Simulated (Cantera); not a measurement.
# Equilibrium for carbon deposition, reforming and gasification: toluene + CO2

Feed: 1 mol toluene, 3.1 mol CO2, at 2550 K and 1200000 Pa.

These are equilibrium values from Cantera (NASA tables, ideal gas, pure condensed phases), not measurements of a reactor. Candidate condensed phases: C, C6H6, C7H8, C8H18, H2O; 110 gas species. Rates play no part.

| Quantity | Result |
|---|---|
| x(CO) | 0.606 |
| x(H2) | 0.383 |
| x(H) | 0.00557 |
| x(C2H2 (acetylene)) | 0.00509 |
| x(CH4) | 0.000244 |
| x(CH3) | 6.30e-5 |
| x(H2O) | 5.99e-5 |
| x(C4H2) | 2.80e-5 |
| x(CO2) | 1.50e-5 |
| n(C(graphite)) | 3.79 mol |
| gas amount | 10.22 mol |
